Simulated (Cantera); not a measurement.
Charge: 1 mol SiC, 0.05 mol N₂, 0.042 mol C, equilibrated at 3.90 Torr.

Cantera equilibrium calculation (NASA polynomials, part measured and part estimated; ideal gas, pure solids and liquids). Candidate condensed phases: C, Si, SiC, Si₃N₄; 20 gas species. The tables' values for SiN are old estimates; treat these amounts as uncertain. Equilibrium is a limit: real reactors are often held back by kinetics, nucleation or transport.

x: gas mole fraction; n: condensed amount in mol.

```csv
T (K),x N₂,x Si,x SiC₂,x Si₂C,x Si₂,x SiN,n C(graphite),n SiC(s)
1473,1.00,6.89e-9,9.52e-12,8.45e-12,<1e-12,7.18e-10,0.0420,1.00
1623,1.00,3.42e-7,1.57e-9,1.27e-9,(withheld),1.95e-8,0.0420,1.00
1773,1.000,8.70e-6,1.08e-7,7.99e-8,(withheld),3.01e-7,0.0420,1.00
1923,1.000,0.000133,3.79e-6,2.60e-6,(withheld),3.02e-6,0.0420,1.000
2073,0.998,0.00136,7.83e-5,5.03e-5,(withheld),2.16e-5,0.0421,1.000
2223,0.988,0.0102,0.00107,0.000645,(withheld),0.000118,0.0425,0.999
2373,0.924,0.0586,0.0103,0.00593,(withheld),0.000501,0.0450,0.996
2523,0.604,0.274,0.0758,0.0415,(withheld),0.00149,0.0621,0.964
```

Question: Complete the blanks.

Answer: 
- 1623, x Si₂: 1.12e-11
- 1773, x Si₂: 1.03e-9
- 1923, x Si₂: 4.63e-8
- 2073, x Si₂: 1.19e-6
- 2223, x Si₂: 1.96e-5
- 2373, x Si₂: 0.000224
- 2523, x Si₂: 0.00191
